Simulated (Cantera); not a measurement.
# Thermodynamics of iron carbonyl, mercury and lead vapours, feed HgO + H2 + N2

A closed system holds: 1 mol HgO, 0.85 mol H2, 1.3 mol N2, equilibrated at 852 °C and 33.8 Torr.

Method: chemical equilibrium by Gibbs-energy minimisation in Cantera with the NASA 1993 tables (ideal gas, pure condensed phases). Candidate condensed phases: H2O, Hg, HgO; 25 gas species. Rates play no part.

```
Property                              Value
--------------------------------  ---------
x(N2)                                 0.403
x(Hg)                                 0.310
x(H2O)                                0.264
x(O2)                                0.0232
x(NO)                               2.53e-5
x(OH)                               2.05e-6
gas amount                        3.225 mol
log10 activity of Hg(l) (absent)      -3.97
```
